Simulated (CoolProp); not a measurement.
Computed with CoolProp (reference Helmholtz-energy equation of state, Lemmon 2006). It is a short technical equation, of lower accuracy than the large ones.

Question: Give the vapour pressure (kPa), liquid cp (kJ/(kg K)), vapour Z of saturated C3F8 (R218) at 286.5 K.

Answer: 
```tsv
T (K)	p (kPa)	liquid cp (kJ/(kg K))	vapour Z
286.5	625	1.12	0.816
```
